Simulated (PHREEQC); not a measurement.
Consider water at 25 °C with 0.13 mol Cu(NO3)2, 0.078 mol HNO3 and 4.3e-05 mol H3BO3 per kg of water. Closed to the air; pH follows from the charge balance.

All values are PHREEQC results (ion-association model, wateq4f.dat), not measurements.

This is a speciation only: nothing precipitates in the calculation.

Task: Predict the pH, activity of water.

Result: pH 1.22; activity of water 0.991.

Species that the database lacks are ignored.
